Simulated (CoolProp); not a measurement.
Vapour-liquid equilibrium of propane (1) + benzene (2) at 289.2 K; x and y are mole fractions of (1).

Model: multi-fluid Helmholtz-energy mixture model, Lemmon 2009 and Thol 2012; pair parameters Bell 2016, in CoolProp.

| x | bubble pressure, mixture model (MPa) | bubble pressure, Raoult's law (MPa) | y, mixture model | y, Raoult's law |
|---|---|---|---|---|
| 0.05 | 0.08466 | 0.04549 | 0.904 | 0.827 |
| 0.125 | 0.1768 | 0.1013 | 0.955 | 0.929 |
| 0.2 | 0.2493 | 0.1572 | 0.969 | 0.958 |
| 0.275 | 0.3083 | 0.2130 | 0.976 | 0.972 |
| 0.35 | 0.3583 | 0.2688 | 0.980 | 0.980 |
| 0.425 | 0.4024 | 0.3247 | 0.983 | 0.985 |
| 0.5 | 0.4433 | 0.3805 | 0.985 | 0.989 |
| 0.575 | 0.4827 | 0.4363 | 0.987 | 0.992 |
| 0.65 | 0.5223 | 0.4921 | 0.989 | 0.994 |
| 0.725 | 0.5635 | 0.5480 | 0.991 | 0.996 |
| 0.8 | 0.6076 | 0.6038 | 0.993 | 0.997 |
| 0.875 | 0.6561 | 0.6596 | 0.996 | 0.998 |
| 0.95 | 0.7111 | 0.7155 | 0.998 | 0.999 |

The largest gap from Raoult's law is +86.1 % in bubble pressure, at x = 0.05. No azeotrope shows between x = 0.05 and 0.95.

The pair parameters rest on a limited set of measurements; away from them the model extrapolates. The gap from Raoult's law changes sign with composition, which may be real or a fault of the pair parameters; it wasn't checked against measurements. With so large a gap from Raoult's law the liquid may split in two, which this calculation doesn't test in full.
